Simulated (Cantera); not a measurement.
Cantera with NASA thermochemical tables; ideal gases at 1 bar, condensed phases pure. Values are per mole of reaction as written; species without (g) are pure solids or liquids, kept so even where they would boil at 1 bar.

CS2(g) + 2 Mg(g) = C + 2 MgS

```json
[
 {"T (K)": "300", "ΔH° (kJ)": "-1102.6", "ΔS° (J/K)": "-428.8", "ΔG° (kJ)": "-973.9", "log10 K": "169.57"},
 {"T (K)": "373", "ΔH° (kJ)": "(withheld)", "ΔS° (J/K)": "(withheld)", "ΔG° (kJ)": "(withheld)", "log10 K": "(withheld)"},
 {"T (K)": "398", "ΔH° (kJ)": "-1101.2", "ΔS° (J/K)": "-424.8", "ΔG° (kJ)": "-932.1", "log10 K": "122.33"},
 {"T (K)": "423", "ΔH° (kJ)": "-1100.8", "ΔS° (J/K)": "-423.8", "ΔG° (kJ)": "-921.5", "log10 K": "113.79"},
 {"T (K)": "448", "ΔH° (kJ)": "-1100.4", "ΔS° (J/K)": "-422.9", "ΔG° (kJ)": "-910.9", "log10 K": "106.21"},
 {"T (K)": "473", "ΔH° (kJ)": "(withheld)", "ΔS° (J/K)": "(withheld)", "ΔG° (kJ)": "(withheld)", "log10 K": "(withheld)"},
 {"T (K)": "498", "ΔH° (kJ)": "-1099.5", "ΔS° (J/K)": "-421.0", "ΔG° (kJ)": "-889.8", "log10 K": "93.33"},
 {"T (K)": "523", "ΔH° (kJ)": "-1099.0", "ΔS° (J/K)": "-420.1", "ΔG° (kJ)": "-879.3", "log10 K": "87.82"},
 {"T (K)": "548", "ΔH° (kJ)": "(withheld)", "ΔS° (J/K)": "(withheld)", "ΔG° (kJ)": "(withheld)", "log10 K": "(withheld)"}
]
```

Problem. What belongs in the gaps?

Solution. 
- 373, ΔH° (kJ): -1101.6
- 373, ΔS° (J/K): -425.8
- 373, ΔG° (kJ): -942.7
- 373, log10 K: 132.02
- 473, ΔH° (kJ): -1099.9
- 473, ΔS° (J/K): -421.9
- 473, ΔG° (kJ): -900.4
- 473, log10 K: 99.43
- 548, ΔH° (kJ): -1098.5
- 548, ΔS° (J/K): -419.2
- 548, ΔG° (kJ): -868.8
- 548, log10 K: 82.81
